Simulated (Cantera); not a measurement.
Input: 1 mol BN, 0.05 mol H₂, held at 1450 °C.

Equilibrium computed with Cantera from the NASA thermochemical tables; the gas is ideal and each condensed phase is pure. Candidate condensed phases: B, BN; 15 gas species. Mutual solubility and eutectic melting of coexisting phases are not modelled. The tables' values for BH₂ are old estimates; treat these amounts as uncertain. The numbers say what is thermodynamically allowed, not how fast it happens.

x: gas mole fraction; n: condensed amount in mol.

```json
[
 {"P (Pa)": "1", "x H₂": "0.850", "x N₂": "0.0966", "x H": "0.0532", "x BH₂": "6.24e-5", "x B": "6.27e-5", "n B(s)": "0.0110", "n BN(s)": "0.989"},
 {"P (Pa)": "5.60", "x H₂": "0.959", "x N₂": "0.0172", "x H": "0.0239", "x BH₂": "7.04e-5", "x B": "1.12e-5", "n B(s)": "0.00177", "n BN(s)": "0.998"},
 {"P (Pa)": "32", "x H₂": "0.987", "x N₂": "___", "x H": "___", "x BH₂": "7.24e-5", "x B": "___", "n B(s)": "___", "n BN(s)": "1.000"},
 {"P (Pa)": "180", "x H₂": "0.995", "x N₂": "___", "x H": "___", "x BH₂": "7.30e-5", "x B": "___", "n B(s)": "0", "n BN(s)": "1.000"},
 {"P (Pa)": "1000", "x H₂": "0.998", "x N₂": "9.66e-5", "x H": "0.00182", "x BH₂": "7.32e-5", "x B": "6.27e-8", "n B(s)": "0", "n BN(s)": "1.000"},
 {"P (Pa)": "5600", "x H₂": "0.999", "x N₂": "2.95e-5", "x H": "0.000771", "x BH₂": "5.61e-5", "x B": "8.56e-9", "n B(s)": "0", "n BN(s)": "1.000"},
 {"P (Pa)": "32000", "x H₂": "1.000", "x N₂": "1.72e-5", "x H": "0.000323", "x BH₂": "3.07e-5", "x B": "8.21e-10", "n B(s)": "0", "n BN(s)": "1.000"},
 {"P (Pa)": "180000", "x H₂": "1.000", "x N₂": "1.05e-5", "x H": "0.000136", "x BH₂": "1.66e-5", "x B": "7.86e-11", "n B(s)": "0", "n BN(s)": "1.000"},
 {"P (Pa)": "1000000", "x H₂": "1.000", "x N₂": "6.82e-6", "x H": "5.77e-5", "x BH₂": "8.73e-6", "x B": "7.46e-12", "n B(s)": "0", "n BN(s)": "1.000"}
]
```

Q: Complete the blanks.

A: 
- 32, x N₂: 0.00302
- 32, x H: 0.0101
- 32, x B: 1.96e-6
- 32, n B(s): 0.000300
- 180, x N₂: 0.000536
- 180, x H: 0.00429
- 180, x B: 3.48e-7
